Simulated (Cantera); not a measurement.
An isothermal, constant-pressure homogeneous reactor starts with 3.38 % H₂, 96.6 % O₂, equivalence ratio 0.018, at 1300 K and 2.18 Torr.

Cantera simulation using the H2/O2 subset of GRI-Mech 3.0, which has no nitrogen chemistry; the numbers are that mechanism's predictions, not measurements. Radical loss at walls, strong at low pressure, is not modelled. The temperature is held fixed by assumption; the heat of reaction is taken as removed at once.

x: mole fraction; the columns are a selection and need not sum to one.

```tsv
t (s)	x H₂	x O₂	x H₂O₂	x H₂O	x HO₂	x O	x OH
1.00e-5	0.0338	0.966	<1e-12	<1e-12	3.74e-10	1.40e-11	1.39e-11
7.50e-5	0.0338	0.966	<1e-12	4.46e-11	2.80e-9	6.64e-10	6.47e-10
0.000562	0.0338	0.966	7.83e-12	9.99e-9	2.10e-8	2.06e-8	(withheld)
0.00422	0.0338	0.966	4.10e-10	1.38e-5	1.60e-7	1.07e-5	(withheld)
0.0316	0.000413	0.937	1.10e-8	0.0301	4.00e-7	0.0261	0.00327
0.237	0.000372	0.940	1.10e-8	0.0305	3.86e-7	0.0232	0.00311
1.78	0.000184	0.953	9.85e-9	0.0324	2.95e-7	0.0110	(withheld)
13.3	1.50e-5	0.964	3.93e-9	0.0340	7.36e-8	0.000865	(withheld)
100	5.41e-7	0.966	5.04e-10	0.0343	1.02e-8	3.10e-5	(withheld)
```

**Question.** What belongs in the gaps?

**Answer.** 
- 0.000562, x OH: 1.75e-8
- 0.00422, x OH: 8.08e-6
- 1.78, x OH: 0.00220
- 13.3, x OH: 0.000632
- 100, x OH: 0.000120
